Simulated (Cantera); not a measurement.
Predominance diagram of Ti at 1225 K against the partial pressures of O2 and CO (log10, bar). Source: NASA polynomial tables (part measured, part estimated), evaluated in Cantera. Candidates: Ti(β), TiC(s), TiO(s), TiO2(rutile), Ti2O3(s), Ti3O5(s), Ti4O7(s). Only these pure phases compete in this equilibrium. TiC, TiO: taken at fixed stoichiometry. Not in the tables: Magnéli phases beyond Ti4O7, TiC-TiO solid solutions.

Problem. Which phase is stable at these pairs, and which metal-bearing vapour leads over it? (-22.8, -10.8); (-8.8, -5.5); (-17.5, -4.4); (-12.2, -6.5); (-12.2, -7.6); (-1.8, -7.6); (-8.8, -3.3)

Solution. 
```json
[
 {"log p(O2)": "-22.8", "log p(CO)": "-10.8", "phase": "Ti3O5(s)", "chief vapour": "TiO", "log p (bar)": "-17.0"},
 {"log p(O2)": "-8.8", "log p(CO)": "-5.5", "phase": "TiO2(rutile)", "chief vapour": "TiO2", "log p (bar)": "-16.8"},
 {"log p(O2)": "-17.5", "log p(CO)": "-4.4", "phase": "TiO2(rutile)", "chief vapour": "TiO2", "log p (bar)": "-16.8"},
 {"log p(O2)": "-12.2", "log p(CO)": "-6.5", "phase": "TiO2(rutile)", "chief vapour": "TiO2", "log p (bar)": "-16.8"},
 {"log p(O2)": "-12.2", "log p(CO)": "-7.6", "phase": "TiO2(rutile)", "chief vapour": "TiO2", "log p (bar)": "-16.8"},
 {"log p(O2)": "-1.8", "log p(CO)": "-7.6", "phase": "TiO2(rutile)", "chief vapour": "TiO2", "log p (bar)": "-16.8"},
 {"log p(O2)": "-8.8", "log p(CO)": "-3.3", "phase": "TiO2(rutile)", "chief vapour": "TiO2", "log p (bar)": "-16.8"}
]
```
